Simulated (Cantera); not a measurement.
# Equilibrium for boron, boron nitride and boron oxide: B2H6 + O2

Feed: 1 mol B2H6, a varied amount of O2, at 0.100 bar.

Method: chemical equilibrium by Gibbs-energy minimisation in Cantera with the NASA 1993 tables (ideal gas, pure condensed phases). Candidate condensed phases: B, B2O3, B3O3H3, H2O; 23 gas species. The feed counts by its element totals alone. Mutual solubility and eutectic melting of coexisting phases are not modelled. Rates play no part.

Stable condensed phases:

```
T in °C \ n(O2) in mol
         0.084  0.15  0.21  0.27  0.34   0.4  0.47  0.53  0.59  0.66
   2050      A     A     A     A     A     A     A     A     A     A
   1950      A     A     A     A     A     A     A     A     A     A
   1850      A     A     A     A     A     A     A     A     A     A
   1750      A     A     A     A     A     A     A     A     A     A
   1650      A     A     A     A     A     A     A     A     A     A
   1550      A     A     A     A     A     A     A     A     A     A
   1450      A     A     A     A     B     B     B     B     B     B
   1350      A     B     B     B     B     B     B     B     B     B
   1250      B     B     B     B     B     B     B     B     B     B
   1150      B     B     B     B     B     B     B     B     B     B
   1050      B     B     B     B     B     B     B     B     B     B
    950      B     B     B     B     B     B     B     B     B     B
    850      B     B     B     B     B     B     B     B     B     B
    750      B     B     B     B     B     B     B     B     B     B
```

A: B; B: B + B2O3.
